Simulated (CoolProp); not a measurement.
A simple Rankine cycle with chloromethane (R40): condensing at 326.15 K, boiler at 3.32 MPa, turbine inlet 379.5 K, turbine efficiency 0.7, pump efficiency 0.8, no recuperator. Each further row changes one setting.

The numbers come from the reference Helmholtz-energy equation of state, Thol 2014 in CoolProp.

```tsv
case	thermal efficiency (%)	net work (kJ/kg)	heat in (kJ/kg)	turbine exit temperature (K)	volume ratio over the turbine
as stated	7.6	26.4	345	326.1	…
turbine inlet 399.5 K	8.0	30.0	377	…	…
condensing temperature 318.15 K	8.8	31.7	359	318.1	3.25
boiler pressure 2.32 MPa	…	20.3	373	339.6	…
turbine efficiency 0.6	6.4	22.2	345	326.1	2.73
```

What belongs in the gaps?


- as stated, volume ratio over the turbine: 2.69
- turbine inlet 399.5 K, turbine exit temperature (K): 334.9
- turbine inlet 399.5 K, volume ratio over the turbine: 2.57
- boiler pressure 2.32 MPa, thermal efficiency (%): 5.4
- boiler pressure 2.32 MPa, volume ratio over the turbine: 1.83

The expansion ends wet for: as stated; condensing temperature 318.15 K; turbine efficiency 0.6.
